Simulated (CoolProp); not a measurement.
Properties of C2F6 (R116) along the isotherm 400.2 K.

The numbers come from the reference Helmholtz-energy equation of state, Lemmon 2006 in CoolProp. It is a short technical equation, of lower accuracy than the large ones.

| p (MPa) | phase | cp (kJ/(kg K)) | cv (kJ/(kg K)) | speed of sound (m/s) | viscosity (µPa s) | Prandtl number | fugacity coefficient |
|---|---|---|---|---|---|---|---|
| 0.847 | gas | 0.9266 | 0.8542 | 157.0 | 19.1 | 0.770 | 0.9708 |
| 1.69 | gas | 0.9452 | 0.8582 | 153.5 | 19.8 | 0.805 | 0.9428 |
| 2.54 | gas | 0.9670 | 0.8623 | 150.3 | 20.7 | 0.845 | 0.9156 |
| 3.39 | supercritical | 0.9919 | 0.8664 | 147.6 | 21.8 | 0.891 | 0.8895 |
| 4.23 | supercritical | 1.019 | 0.8705 | 145.5 | 23.1 | 0.943 | 0.8648 |
| 5.08 | supercritical | 1.049 | 0.8744 | 144.0 | 24.7 | 1.00 | 0.8409 |
| 5.93 | supercritical | ___ | 0.8779 | 143.5 | 26.5 | 1.07 | 0.8184 |
| 6.77 | supercritical | 1.110 | 0.8810 | ___ | 28.5 | 1.14 | 0.7975 |
| 7.62 | supercritical | 1.138 | ___ | 145.5 | 30.8 | 1.21 | 0.7777 |

**Question.** What belongs in the gaps?

**Answer.** 
- 5.93, cp (kJ/(kg K)): 1.080
- 6.77, speed of sound (m/s): 143.9
- 7.62, cv (kJ/(kg K)): 0.8836

Viscosity comes from a separate model (Huber 2003), an estimate that may be off by 10 % or more. Thermal conductivity comes from a separate model (Huber 2003), an estimate that may be off by 10 % or more.
